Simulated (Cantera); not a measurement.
# Silicon epitaxy and polysilicon growth: SiH₂Cl₂ + H₂

A closed system holds: 1 mol SiH₂Cl₂, 180 mol H₂, held at 1.00 bar.

Method: chemical equilibrium by Gibbs-energy minimisation in Cantera with the NASA 1993 tables (ideal gas, pure condensed phases). Candidate condensed phases: Si; 19 gas species. The tables' values for SiCl₃ are old estimates; treat these amounts as uncertain. The numbers say what is thermodynamically allowed, not how fast it happens.

| T (°C) | log p H₂ | log p HCl | log p SiHCl₃ | log p SiCl₄ | log p SiCl₂ | n Si(s) |
|---|---|---|---|---|---|---|
| 527 | 0.00 | -3.34 | -2.70 | -3.00 | -6.68 | 0.400 |
| 602 | 0.00 | -2.95 | -2.74 | -3.03 | -5.80 | 0.436 |
| 677 | 0.00 | -2.64 | -2.80 | -3.09 | -5.09 | 0.500 |
| 752 | 0.00 | -2.38 | -2.90 | -3.22 | -4.51 | 0.599 |
| 827 | 0.00 | -2.20 | -3.09 | -3.45 | -4.08 | 0.719 |
| 902 | 0.00 | -2.08 | -3.38 | -3.82 | -3.79 | 0.828 |
| 977 | 0.00 | -2.02 | -3.77 | -4.34 | -3.64 | 0.894 |
| 1052 | 0.00 | -2.00 | -4.20 | -4.91 | -3.56 | 0.921 |
| 1127 | 0.00 | -1.99 | -4.63 | -5.47 | -3.51 | 0.930 |
| 1202 | 0.00 | -1.99 | -5.03 | -5.99 | -3.48 | 0.932 |
| 1277 | 0.00 | -1.99 | -5.39 | -6.46 | -3.45 | 0.931 |
| 1352 | 0.00 | -1.99 | -5.71 | -6.89 | -3.43 | 0.928 |
log p: log10 of the partial pressure in bar; n: condensed amount in mol.

From 527 °C to 1352 °C the condensed part is Si(s). The main Si-bearing gas is SiHCl₃ at 527 °C and SiCl₂ at 1352 °C. The share of Si in condensed phases is highest at 1202 °C (93.2 %) and lowest at 527 °C (40.0 %).
